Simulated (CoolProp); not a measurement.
Saturated liquid density (kg/m³) of hydrogen chloride: the reference equation beside estimates from Tc = 324.7 K, pc = 8.314 MPa, ω = 0.130. Rackett uses Z = 0.29056 − 0.08775 ω.

The numbers come from the reference Helmholtz-energy equation of state, Thol 2018 in CoolProp.

```csv
T (K),reference,Rackett,van der Waals,Redlich-Kwong,Soave-Redlich-Kwong,Peng-Robinson
197.8,1161,1067,687.8,1011,1021,1154
199.9,1155,1062,684.7,1006,1016,1148
201.9,1150,1057,681.7,1001,1012,1143
204,1145,1052,678.5,995.2,1006,1137
206,1140,1047,675.4,…,1001,1132
208,1134,1042,672.4,984.5,996.4,1126
210.1,1129,1037,669.1,978.8,991.0,1121
212.1,1123,1032,…,973.3,…,1115
214.2,1118,1027,662.6,967.5,980.3,1109
216.2,1112,1022,…,961.8,974.9,1103
218.3,1107,1017,656.0,…,969.2,1097
220.3,1101,1012,652.7,950.0,963.7,1091
222.4,1095,1006,649.2,943.8,957.8,1084
224.4,1089,1001,645.8,937.9,952.2,1078
```

What belongs in the gaps?


- 206, Redlich-Kwong: 989.9
- 212.1, van der Waals: 665.9
- 212.1, Soave-Redlich-Kwong: 985.8
- 216.2, van der Waals: 659.4
- 218.3, Redlich-Kwong: 955.8

Absolute difference from the reference over all 14 rows, mean and median: Rackett 8.1 and 8.1 %, van der Waals 40.7 and 40.7 %, Redlich-Kwong 13.3 and 13.3 %, Soave-Redlich-Kwong 12.3 and 12.2 %, Peng-Robinson 0.8 and 0.7 %.
